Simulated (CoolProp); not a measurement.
The numbers come from the reference Helmholtz-energy equation of state, Thol 2017 in CoolProp.

Problem. For octamethyltrisiloxane (MDM), give the phase and the Z, cp (kJ/(kg K)), speed of sound (m/s), Joule-Thomson coefficient (K/MPa) at 537.3 K and 2400 kPa; 537.3 K and 8390 kPa; 537.3 K and 9580 kPa.

Solution. 
- 537.3 K and 2400 kPa: liquid; Z 0.243, cp 2.44, speed of sound 244, Joule-Thomson coefficient 0.812
- 537.3 K and 8390 kPa: liquid; Z 0.753, cp 2.31, speed of sound 402, Joule-Thomson coefficient -0.000390
- 537.3 K and 9580 kPa: liquid; Z 0.849, cp 2.30, speed of sound 424, Joule-Thomson coefficient -0.0493
